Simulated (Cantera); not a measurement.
**Ta(OEt)₅ + O₂ + H₂ (tantalum, niobium, vanadium and zirconium in process gases)**

Input: 1 mol Ta(OEt)₅, 1.9 mol O₂, 31 mol H₂, held at 0.133 bar.

Method: chemical equilibrium by Gibbs-energy minimisation in Cantera with the NASA 1993 tables (ideal gas, pure condensed phases). Candidate condensed phases: C, C₆H₆, C₇H₈, C₈H₁₈, H₂O, Ta, TaC, Ta₂O₅; 113 gas species. The feed counts by its element totals alone. TaC: taken at fixed stoichiometry. Condensed phases not in the tables: Ta₂C. Equilibrium is a limit: real reactors are often held back by kinetics, nucleation or transport.

```json
[
 {"T (°C)": "600", "x H₂": "0.831", "x CO": "0.0804", "x CH₄": "0.0413", "x H₂O": "0.0379", "x CO₂": "0.00977", "n C(graphite)": "3.99", "n Ta₂O₅(s)": "0.500", "n TaC(s)": "0"},
 {"T (°C)": "700", "x H₂": "0.860", "x CO": "0.117", "x CH₄": "0.0127", "x H₂O": "0.00837", "x CO₂": "0.00184", "n C(graphite)": "3.58", "n Ta₂O₅(s)": "0.500", "n TaC(s)": "0"},
 {"T (°C)": "800", "x H₂": "0.868", "x CO": "0.125", "x CH₄": "0.00462", "x H₂O": "0.00188", "x CO₂": "0.000293", "n C(graphite)": "3.58", "n Ta₂O₅(s)": "0.500", "n TaC(s)": "0"},
 {"T (°C)": "900", "x H₂": "0.830", "x CO": "0.168", "x CH₄": "0.00179", "x H₂O": "0.000659", "x CO₂": "0.000105", "n C(graphite)": "0.147", "n Ta₂O₅(s)": "0", "n TaC(s)": "1.00"},
 {"T (°C)": "1000", "x H₂": "0.831", "x CO": "0.168", "x CH₄": "0.000864", "x H₂O": "0.000222", "x CO₂": "2.71e-5", "n C(graphite)": "0.168", "n Ta₂O₅(s)": "0", "n TaC(s)": "1.00"},
 {"T (°C)": "1100", "x H₂": "0.831", "x CO": "0.168", "x CH₄": "0.000464", "x H₂O": "8.73e-5", "x CO₂": "8.58e-6", "n C(graphite)": "0.181", "n Ta₂O₅(s)": "0", "n TaC(s)": "1.00"},
 {"T (°C)": "1200", "x H₂": "0.831", "x CO": "0.168", "x CH₄": "0.000271", "x H₂O": "3.91e-5", "x CO₂": "3.19e-6", "n C(graphite)": "0.187", "n Ta₂O₅(s)": "0", "n TaC(s)": "1.00"},
 {"T (°C)": "1300", "x H₂": "0.831", "x CO": "0.168", "x CH₄": "0.000169", "x H₂O": "1.94e-5", "x CO₂": "1.36e-6", "n C(graphite)": "0.190", "n Ta₂O₅(s)": "0", "n TaC(s)": "1.00"},
 {"T (°C)": "1400", "x H₂": "0.831", "x CO": "0.168", "x CH₄": "0.000112", "x H₂O": "1.05e-5", "x CO₂": "6.42e-7", "n C(graphite)": "0.190", "n Ta₂O₅(s)": "0", "n TaC(s)": "1.00"},
 {"T (°C)": "1500", "x H₂": "0.831", "x CO": "0.168", "x CH₄": "7.76e-5", "x H₂O": "6.09e-6", "x CO₂": "3.32e-7", "n C(graphite)": "0.184", "n Ta₂O₅(s)": "0", "n TaC(s)": "1.00"},
 {"T (°C)": "1600", "x H₂": "0.830", "x CO": "0.168", "x CH₄": "5.60e-5", "x H₂O": "3.75e-6", "x CO₂": "1.85e-7", "n C(graphite)": "0.170", "n Ta₂O₅(s)": "0", "n TaC(s)": "1.00"}
]
```
x: gas mole fraction; n: condensed amount in mol.

From 600 °C to 800 °C the condensed part is C(graphite) + Ta₂O₅(s). From 900 °C to 1600 °C the condensed part is C(graphite) + TaC(s).
